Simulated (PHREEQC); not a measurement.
Dissolve 1.5 mmol/kgw HCl, 22 mmol/kgw Li2SO4 and 7.2 mmol/kgw MgSO4 at 4.7 °C. Closed to the air; pH follows from the charge balance.

All values are PHREEQC results (ion-association model, phreeqc.dat), not measurements.

Precipitation was switched off in this run.

Question: Order these S species by the share of S that they hold, largest first: MgSO4, LiSO4-, HSO4-, SO4-2.

Answer: SO4-2 (83 %), MgSO4 (9.0 %), LiSO4- (6.3 %), HSO4- (2.1 %)

The pH is 3.12 and the ionic strength 0.0809 mol/kgw. Away from 25 °C the constants follow the database's enthalpies or fits; those with neither stay at their 25 °C values.
